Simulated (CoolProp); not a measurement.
A simple Rankine cycle with water: condensing at 307.15 K, boiler at 12.5 MPa, turbine inlet 640.8 K, turbine efficiency 0.6, pump efficiency 0.7, no recuperator. Each further row changes one setting.

Computed with CoolProp (reference Helmholtz-energy equation of state, Wagner 2002).

| case | thermal efficiency (%) | net work (kJ/kg) | heat in (kJ/kg) | turbine exit temperature (K) | volume ratio over the turbine |
|---|---|---|---|---|---|
| as stated | 23.9 | 657 | 2750 | 307.1 | 1300 |
| turbine inlet 660.8 K | 24.1 | 683 | 2830 | 307.1 | … |
| condensing temperature 299.15 K | 24.5 | 683 | 2790 | 299.2 | … |
| boiler pressure 8.75 MPa | … | 673 | 2870 | 307.1 | 850 |
| turbine efficiency 0.5 | … | 544 | 2750 | 307.1 | … |

### Question
What belongs in the gaps?

### Answer

- turbine inlet 660.8 K, volume ratio over the turbine: 1230
- condensing temperature 299.15 K, volume ratio over the turbine: 2000
- boiler pressure 8.75 MPa, thermal efficiency (%): 23.5
- turbine efficiency 0.5, thermal efficiency (%): 19.8
- turbine efficiency 0.5, volume ratio over the turbine: 1370

The expansion ends wet for: as stated; turbine inlet 660.8 K; condensing temperature 299.15 K; boiler pressure 8.75 MPa; turbine efficiency 0.5.
